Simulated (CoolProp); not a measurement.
Vapour-liquid equilibrium of R134a (1) + R1234ze(E) (2) at 237 K; x and y are mole fractions of (1).

Model: multi-fluid Helmholtz-energy mixture model, Tillner-Roth 1994 and Thol 2016; pair parameters Bell 2022, in CoolProp.

```tsv
x	bubble pressure, mixture model (MPa)	bubble pressure, Raoult's law (MPa)	y, mixture model	y, Raoult's law
0.05	0.04668	0.04584	0.083	0.068
0.15	…	0.04758	0.223	0.197
0.25	0.05210	0.04933	0.338	0.316
0.35	0.05418	0.05108	0.439	0.428
0.45	0.05597	0.05283	0.531	0.532
0.55	0.05753	0.05457	0.618	0.629
0.65	0.05889	0.05632	…	0.721
0.75	0.06009	0.05807	…	0.806
0.85	0.06113	0.05981	0.870	0.887
0.95	0.06203	0.06156	0.956	0.963
```

Task: Some entries are withheld; supply them.

Result: 
- 0.15, bubble pressure, mixture model (MPa): 0.04964
- 0.65, y, mixture model: 0.702
- 0.75, y, mixture model: 0.786

The largest gap from Raoult's law is +6.1 % in bubble pressure, at x = 0.35. No azeotrope shows between x = 0.05 and 0.95.

Pair parameters are fitted to limited data, so mixtures are less certain than the pure fluids.
